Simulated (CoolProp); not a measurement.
R1336mzz(E) at several states: density (kg/m³) from the reference equation and from simpler models built on Tc = 403.5 K, pc = 2779 kPa, ω = 0.413; each cubic takes its own stable root.

Values from CoolProp's reference Helmholtz-energy equation of state, Akasaka 2023.

```
T (K)  p (kPa)   phase  reference  van der Waals  Redlich-Kwong  Soave-Redlich-Kwong  Peng-Robinson
-----  -------  ------  ---------  -------------  -------------  -------------------  -------------
317        994  liquid       1269          712.6            [?]                 1097           1243
386.9     2040  liquid      907.6          158.0            [?]                  [?]          795.2
232.6      254  liquid       1501          851.3           1257                 1318           1485
287       5700  liquid       1378          818.8           1159                 1219           1374
293.4     99.5     gas        [?]          6.848          6.901                6.941          6.953
```

### Question
Some entries are withheld; supply them.

### Answer

- 317, Redlich-Kwong: 1018
- 386.9, Redlich-Kwong: 172.7
- 386.9, Soave-Redlich-Kwong: 706.1
- 293.4, reference: 6.977

At some of these states van der Waals, Redlich-Kwong gives the other phase, because its saturation line lies elsewhere.
